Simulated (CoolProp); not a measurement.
Vapour-liquid equilibrium of CH2F2 (R32) (1) + propane (2) at 300.2 K; x and y are mole fractions of (1).

Computed with CoolProp (multi-fluid Helmholtz-energy mixture model, Tillner-Roth 1997 and Lemmon 2009; pair parameters Bell 2016).

```tsv
x	bubble pressure, mixture model (kPa)	bubble pressure, Raoult's law (kPa)	y, mixture model	y, Raoult's law
0.05	1271	1042	…	0.086
0.125	1568	1100	0.361	0.203
0.2	1772	1159	0.447	0.308
0.275	1913	1218	…	0.403
0.35	2011	1276	0.542	0.489
0.425	2080	1335	0.575	0.568
0.5	2129	1394	0.604	0.640
0.575	2160	1452	0.633	0.707
0.65	…	1511	0.664	0.768
0.725	2172	1569	0.699	0.824
0.8	2142	1628	…	0.877
0.875	2071	1687	…	0.926
0.95	1933	1745	0.901	0.971
```

Question: Fill in the missing entries.

Answer: 
- 0.05, y, mixture model: 0.205
- 0.275, y, mixture model: 0.502
- 0.65, bubble pressure, mixture model (kPa): 2176
- 0.8, y, mixture model: 0.744
- 0.875, y, mixture model: 0.806

The largest gap from Raoult's law is +57.6 % in bubble pressure, at x = 0.35. y crosses x between x = 0.65 and 0.725: the model has an azeotrope there.

Pair parameters are fitted to limited data, so mixtures are less certain than the pure fluids. With so large a gap from Raoult's law the liquid may split in two, which this calculation doesn't test in full.
